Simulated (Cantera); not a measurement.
Charge: 1 mol CS2, 0.043 mol SO2, 0.71 mol H2, equilibrated at 61.0 Pa.

Equilibrium computed with Cantera from the NASA thermochemical tables; the gas is ideal and each condensed phase is pure. Candidate condensed phases: C, C6H6, C7H8, C8H18, H2O, H2SO4, S; 123 gas species. Rates play no part. All values below are at 2248 K.

Base state: CS 0.321, H2 0.194, S 0.177, H 0.131, S2 0.104, CO 0.0324, CS2 0.0233, SH 0.0166 (mole fractions); condensed: gas only.

**Question.** What changes in the equilibrium state with this change: H2 from 0.71 to 0.081 mol?

**Answer.** 
```tsv
species	before	after
CS	0.321	0.452
S	0.177	0.224
S2	0.104	0.168
H2	0.194	0.0195
H	0.131	0.0416
SH	0.0166	0.00668
CS2	0.0233	0.0416
CO	0.0324	0.0464
H2S	0.000501	6.41e-5
```
